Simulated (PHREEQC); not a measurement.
Solution (25 °C and 500 atm): 4.2 mol NaCl, 0.24 mol KCl and 0.00066 mol H4SiO4 per kg of water. Closed to the air; pH follows from the charge balance.

All values are PHREEQC results (Pitzer model, pitzer.dat), not measurements.

```tsv
quantity	before	after
pH	5.71	6.88
H3SiO4- (mol/kgw)	5.39e-7	1.48e-8
SI of SiO2(a) (SiO2)	-0.23	-2.59
```

What was changed between the two runs?
(A) NaCl left out
(B) diluted 100-fold with water
(C) NaCl from 4.2 to 2.1 mol/kgw
(D) KCl from 0.24 to 0.048 mol/kgw
(E) H4SiO4 replaced by Na2SiO3 at the same molality

B, diluted 100-fold with water

This is a speciation only: nothing precipitates in the calculation. In brines, pH and single-ion activities rest on the MacInnes convention. Under pressure, the constants of complexes without a molar volume in the database are unreliable.
